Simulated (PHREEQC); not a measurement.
Solution (25 °C): 7.5 mmol/kgw HCl, 1.9 mmol/kgw MnSO4 and 0.093 mmol/kgw NiSO4. Closed to the air; pH follows from the charge balance.

Model: ion-association model, wateq4f.dat, run in PHREEQC.

```tsv
quantity	before	after
pH	2.20	6.70
ionic strength (mol/kgw)	0.0136	0.0145
Mn+2 (mol/kgw)	0.00171	0.00166
SO4-2 (mol/kgw)	0.00128	0.00178
HSO4- (mol/kgw)	0.000552	2.43e-8
MnSO4 (mol/kgw)	0.000156	0.000206
SI of Morenosite (NiSO4:7H2O)	-5.02	-4.90
SI of Ni(OH)2 (Ni(OH)2)	-10.68	-1.71
```

Task: What was changed between the two runs?
(A) HCl from 0.0075 to 0.0375 mol/kgw
(B) MnSO4 from 0.0019 to 0.019 mol/kgw
(C) temperature from 25 to 20 °C
(D) diluted 100-fold with water
(E) HCl replaced by RbCl at the same molality

Result: E, HCl replaced by RbCl at the same molality

Precipitation was switched off in this run.
